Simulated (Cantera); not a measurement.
Mixture: H2 : O2 : N2 : NO = 1 : 0.357 : 2.25 : 0.0048 (molar parts), at 10.0 bar, adiabatic and at constant volume. Ignition delay is the time to a rise of 400 K.

Model: GRI-Mech 3.0 (53 species, 325 reactions), integrated in Cantera. The hydrogen kinetics of GRI-Mech 3.0 are dated; newer H2 mechanisms differ, most at raised pressure. The mechanism lacks 2 NO + O2 → 2 NO2 and HONO, so NO2 and the effect of NO are under-described below about 1400 K.

Q: What does this change do: pressure from 10.0 bar to 1.00 bar?

A: 
| quantity | before | after |
|---|---|---|
| delay at 1100 K | 79.3 µs | 0.116 ms |
| delay at 1200 K | 18.3 µs | 62.9 µs |
| delay at 1300 K | 5.97 µs | 40.2 µs |
| delay at 1400 K | 3.04 µs | 29.0 µs |
| delay at 1500 K | 1.94 µs | 23.4 µs |
| delay at 1600 K | 1.40 µs | 20.7 µs |
Where the delays flatten at high temperature, the 400 K rule measures the pace of heat release, not the induction time.

Q: What does this change do: O2 0.357 to 0.22 parts?

A: 
```
quantity                                               before      after
--------------------------------------------------  ---------  ---------
delay at 1100 K                                       79.3 µs    85.4 µs
delay at 1200 K                                       18.3 µs    22.4 µs
delay at 1300 K                                       5.97 µs    8.23 µs
delay at 1400 K                                       3.04 µs    4.34 µs
delay at 1500 K                                       1.94 µs    2.82 µs
delay at 1600 K                                       1.40 µs    2.05 µs
apparent activation energy between 1400 and 1600 K  73 kJ/mol  70 kJ/mol
```
